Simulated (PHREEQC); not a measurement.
**Buffer: an equilibrium model**

Dissolve 0.0022 mol NaH2PO4 and 0.023 mol NH3 per kg of water at 20 °C. Closed to the air; pH follows from the charge balance.

Model: ion-association model, phreeqc.dat, run in PHREEQC.

Each row changes one thing in this solution. No solid was allowed to form.

```
case                                       pH  ionic strength (mol/kgw)  HPO4-2 (mol/kgw)  NaHPO4- (mol/kgw)  H2PO4- (mol/kgw)
--------------------------------------  -----  ------------------------  ----------------  -----------------  ----------------
as made                                 10.37                   0.00686           0.00216            6.57e-6           1.18e-6
NaH2PO4 from 0.0022 to 0.0033 mol/kgw   10.20                    0.0101           0.00325            1.39e-5           2.50e-6
NaH2PO4 from 0.0022 to 0.00044 mol/kgw  10.80                   0.00182          0.000426            3.03e-7           9.60e-8
NH3 left out                             4.97                   0.00223           1.43e-5            5.00e-8           0.00218
0.013 mol/kgw H3PO4 added                7.27                    0.0349           0.00984            2.14e-5           0.00534
NH3 from 0.023 to 0.046 mol/kgw         10.66                   0.00712           0.00213            6.44e-6           5.92e-7
```
